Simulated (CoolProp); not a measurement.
Properties of methane along the isobar 74.2 bar (Tc = 190.6 K, pc = 45.99 bar, ω = 0.011).

The numbers come from the reference Helmholtz-energy equation of state, Setzmann 1991 in CoolProp.

```tsv
T (K)	phase	cp (kJ/(kg K))	speed of sound (m/s)	isothermal compressibility (1/MPa)	fugacity coefficient
137.3	liquid	3.579	1165	0.003414	0.08614
161.5	liquid	3.934	918.8	0.006998	0.2231
185.8	liquid	5.052	631.6	0.02302	0.4206
210	supercritical	10.04	331.3	0.2848	0.6193
234.2	supercritical	4.194	357.6	0.2000	0.7355
258.5	supercritical	3.217	392.9	0.1682	0.8084
282.7	supercritical	2.885	421.5	0.1550	0.8588
307	supercritical	2.745	445.9	0.1478	0.8955
331.2	supercritical	2.692	467.0	0.1433	0.9227
355.4	supercritical	2.686	485.9	0.1404	0.9434
379.7	supercritical	2.710	503.3	0.1383	0.9594
403.9	supercritical	2.753	519.3	0.1368	0.9719
```

The peak of cp marks the crossing from liquid-like to gas-like fluid above the critical point.
